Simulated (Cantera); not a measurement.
Feed: 1 mol SiH₄, 0.75 mol NH₃, equilibrated at 1248 K and 7400 Pa.

Cantera equilibrium calculation (NASA polynomials, part measured and part estimated; ideal gas, pure solids and liquids). Candidate condensed phases: Si, Si₃N₄; 18 gas species. Mutual solubility and eutectic melting of coexisting phases are not modelled. Kinetics and transport are ignored.

Base state: H₂ 1.000 (mole fractions); condensed: Si(s) + Si₃N₄(s).

Problem. What changes in the equilibrium state with this change: NH₃ from 0.75 to 28 mol?

Solution. 
```json
[
 {"species": "H₂", "before": "1.000", "after": "0.767"},
 {"species": "N₂", "before": "1.61e-6", "after": "0.233"},
 {"species": "Si(s), mol", "before": "0.438", "after": "0"},
 {"species": "Si₃N₄(s), mol", "before": "0.187", "after": "0.333"}
]
```

Problem. What changes in the equilibrium state with this change: SiH₄ replaced by SiF₄?

Solution. 
```json
[
 {"species": "H₂", "before": "1.000", "after": "0.446"},
 {"species": "SiF₄", "before": "0", "after": "0.396"},
 {"species": "N₂", "before": "1.61e-6", "after": "0.150"},
 {"species": "HF", "before": "0", "after": "0.00392"},
 {"species": "SiHF₃", "before": "0", "after": "0.00250"},
 {"species": "SiF₃", "before": "0", "after": "0.00139"},
 {"species": "Si(s), mol", "before": "0.438", "after": "0"},
 {"species": "Si₃N₄(s), mol", "before": "0.187", "after": "0"}
]
```
The tables' values for SiF₃ are old estimates; treat these amounts as uncertain.
